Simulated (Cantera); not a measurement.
An isothermal, constant-pressure homogeneous reactor starts with 11.5 % H₂, 88.5 % O₂, equivalence ratio 0.065, at 900 K and 10.00 Torr.

Cantera simulation using the H2/O2 subset of GRI-Mech 3.0, which has no nitrogen chemistry; the numbers are that mechanism's predictions, not measurements. Radical loss at walls, strong at low pressure, is not modelled. Below about 950 K walls govern HO2 and H2O2 in real vessels. The temperature is held fixed by assumption; the heat of reaction is taken as removed at once.

x: mole fraction; the columns are a selection and need not sum to one.

```
t (s)         x H₂   x O₂     x HO₂      x OH      x H₂O₂     x H₂O       x O
--------  --------  -----  --------  --------  ----------  --------  --------
3.00e-6      0.115  0.885    <1e-12    <1e-12      <1e-12    <1e-12    <1e-12
1.23e-5      0.115  0.885    <1e-12    <1e-12      <1e-12    <1e-12    <1e-12
5.06e-5      0.115  0.885  2.39e-12    <1e-12      <1e-12    <1e-12    <1e-12
0.000208     0.115  0.885  9.93e-12  1.34e-12      <1e-12  2.08e-12  2.58e-12
0.000855     0.115  0.885  4.35e-11  1.61e-11      <1e-12  8.61e-11  4.66e-11
0.00351      0.115  0.885   3.05e-9   1.12e-8      <1e-12   8.70e-8   3.41e-8
0.0144     0.00753  0.861   1.63e-5   0.00238  (withheld)     0.102    0.0102
0.0593    0.000303  0.878   5.42e-6  0.000170  (withheld)     0.122  0.000318
0.243      3.20e-5  0.878   9.87e-7   4.19e-5  (withheld)     0.122   2.32e-5
1.00       2.35e-6  0.878   1.28e-7   1.35e-5  (withheld)     0.122   2.17e-6
```

**Question.** Complete the blanks.

**Answer.** 
- 0.0144, x H₂O₂: 3.82e-7
- 0.0593, x H₂O₂: 2.04e-7
- 0.243, x H₂O₂: 8.38e-8
- 1.00, x H₂O₂: 2.77e-8
